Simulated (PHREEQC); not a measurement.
Solution (25 °C): 0.0017 mol/kgw CdSO4, 0.02 mol/kgw Na2SO4 and 0.00015 mol/kgw MnSO4. Closed to the air; pH follows from the charge balance.

Model: ion-association model, wateq4f.dat, run in PHREEQC.

**Question.** The ionic strength comes out as 0.0602 mol/kgw. What activity coefficients do Cd+2, SO4-2, Cd(SO4)2-2, Mn+2, Na+ get?

**Answer.** Cd+2 0.43, SO4-2 0.44, Cd(SO4)2-2 0.43, Mn+2 0.46, Na+ 0.81.

Precipitation was switched off in this run. Species that the database lacks are ignored.
